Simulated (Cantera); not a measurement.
# Ignition delay

Mixture: 9.57 % CH4, 0.383 % C2H6, 0.852 % C3H8, 24.7 % O2, 64.3 % N2, 0.182 % H2, equivalence ratio 1.0, at 2.40 bar, adiabatic and at constant pressure. Ignition delay is the time to a rise of 400 K.

Computed with Cantera and GRI-Mech 3.0 (53 species, 325 reactions).

| T0 (K) | delay (ms) |
|---|---|
| 1125 | 12.1 |
| 1200 | 3.93 |
| 1275 | 1.30 |
| 1350 | 0.463 |
| 1425 | 0.186 |
| 1500 | 0.0850 |
| 1575 | 0.0438 |

The apparent activation energy between 1425 and 1575 K comes out as 180 kJ/mol.
